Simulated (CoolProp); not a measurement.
n-nonane at 437.75 K and 0.403 MPa is throttled through a valve to 0.074 MPa with no heat exchange. Each further row changes one setting.

The numbers come from the reference Helmholtz-energy equation of state, Lemmon 2006 in CoolProp. It is a short technical equation, of lower accuracy than the large ones.

```json
[
 {"case": "as stated", "temperature change (K)": "-25.3", "final phase": "two-phase, vapour fraction 0.235", "final density (kg/m³)": "12.2"},
 {"case": "outlet pressure 0.0222 MPa", "temperature change (K)": "-63.1", "final phase": "two-phase, vapour fraction 0.526", "final density (kg/m³)": "1.77"},
 {"case": "outlet pressure 0.0962 MPa", "temperature change (K)": "-15.8", "final phase": "two-phase, vapour fraction 0.151", "final density (kg/m³)": "23.9"}
]
```
